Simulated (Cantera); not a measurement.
Feed: 1 mol MgSO4, 0.44 mol C, 0.041 mol H2O, held at 75.0 Torr.

Method: chemical equilibrium by Gibbs-energy minimisation in Cantera with the NASA 1993 tables (ideal gas, pure condensed phases). Candidate condensed phases: C, C6H6, C7H8, C8H18, H2O, H2SO4, Mg, MgCO3, MgO, Mg(OH)2, MgS, MgSO4, S; 130 gas species. Equilibrium is a limit: real reactors are often held back by kinetics, nucleation or transport. All values below are at 1425 °C.

Base state: SO2 0.648, CO2 0.285, O2 0.0387, H2O 0.0265, SO3 0.000620, CO 0.000307, OH 0.000215, SO 6.15e-5 (mole fractions); condensed: MgO(s).

What changes in the equilibrium state with this change: MgSO4 replaced by CaCO3?


```json
[
 {"species": "CO", "before": "0.000307", "after": "0.586"},
 {"species": "CO2", "before": "0.285", "after": "0.387"},
 {"species": "H2O", "before": "0.0265", "after": "0.0192"},
 {"species": "SO2", "before": "0.648", "after": "0"},
 {"species": "O2", "before": "0.0387", "after": "1.96e-8"},
 {"species": "SO3", "before": "0.000620", "after": "0"},
 {"species": "SO", "before": "6.15e-5", "after": "0"},
 {"species": "O", "before": "2.72e-5", "after": "1.94e-8"},
 {"species": "MgO(s), mol", "before": "1.00", "after": "0"},
 {"species": "CaO(s), mol", "before": "0", "after": "1.00"}
]
```
Further candidate phases: Ca, CaCO3, CaO, Ca(OH)2.

What changes in the equilibrium state with this change: pressure from 75.0 Torr to 3.98 Torr?


| species | before | after |
|---|---|---|
| SO2 | 0.648 | 0.648 |
| CO2 | 0.285 | 0.284 |
| O2 | 0.0387 | 0.0395 |
| CO | 0.000307 | 0.00132 |
| H2O | 0.0265 | 0.0263 |
| H | 1.32e-6 | 1.19e-5 |
| O | 2.72e-5 | 0.000119 |
| SO3 | 0.000620 | 0.000144 |
| SO | 6.15e-5 | 0.000264 |
| MgO(s), mol | 1.00 | 1.00 |
